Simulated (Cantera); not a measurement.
A perfectly stirred reactor is fed with NH3 : H2 = 1 : 0.13 (molar parts), at 0.530 bar; it is held at 1650 K, and followed from long to short residence time.

Cantera simulation using the gas-phase N/H chemistry of the illustrative SiF4/NH3 mechanism in the Surface Chemkin manual (1991); the numbers are that mechanism's predictions, not measurements. Walls and surfaces, which speed up NH3 decomposition in real reactors, are not modelled.

Q: What does this change do: H2 0.13 to 0.48 parts?

A: 
```csv
quantity,before,after
x(NH3) at τ = 19.0 s,0.222,0.197
x(H2) at τ = 19.0 s,0.602,0.660
x(N2H4) at τ = 19.0 s,2.21e-8,1.79e-8
x(N) at τ = 19.0 s,1.24e-8,1.15e-8
x(H) at τ = 19.0 s,5.82e-5,6.48e-5
x(NH3) at τ = 0.240 s,0.836,0.645
x(H2) at τ = 0.240 s,0.151,0.346
x(N2H4) at τ = 0.240 s,1.50e-7,1.01e-7
x(N) at τ = 0.240 s,1.13e-8,1.30e-8
x(H) at τ = 0.240 s,1.01e-5,2.46e-5
```

Q: What does this change do: temperature 1650 to 1773 K?

A: 
| quantity | before | after |
|---|---|---|
| x(NH3) at τ = 19.0 s | 0.222 | 0.0581 |
| x(H2) at τ = 19.0 s | 0.602 | 0.722 |
| x(N2H4) at τ = 19.0 s | 2.21e-8 | 4.57e-9 |
| x(N) at τ = 19.0 s | 1.24e-8 | 5.44e-8 |
| x(H) at τ = 19.0 s | 5.82e-5 | 0.000226 |
| x(NH3) at τ = 0.240 s | 0.836 | 0.667 |
| x(H2) at τ = 0.240 s | 0.151 | 0.275 |
| x(N2H4) at τ = 0.240 s | 1.50e-7 | 1.47e-7 |
| x(N) at τ = 0.240 s | 1.13e-8 | 6.01e-8 |
| x(H) at τ = 0.240 s | 1.01e-5 | 4.26e-5 |
